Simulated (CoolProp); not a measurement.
Oxygen at 503.98 K and 0.457 MPa is throttled through a valve to 0.113 MPa with no heat exchange. Each further row changes one setting.

Computed with CoolProp (reference Helmholtz-energy equation of state, Schmidt 1985).

| case | temperature change (K) | final density (kg/m³) |
|---|---|---|
| as stated | -0.3 | 0.863 |
| outlet pressure 0.0339 MPa | -0.3 | 0.259 |
| outlet pressure 0.147 MPa | -0.2 | 1.12 |

Above 300 K oxygen's equation is extrapolated.
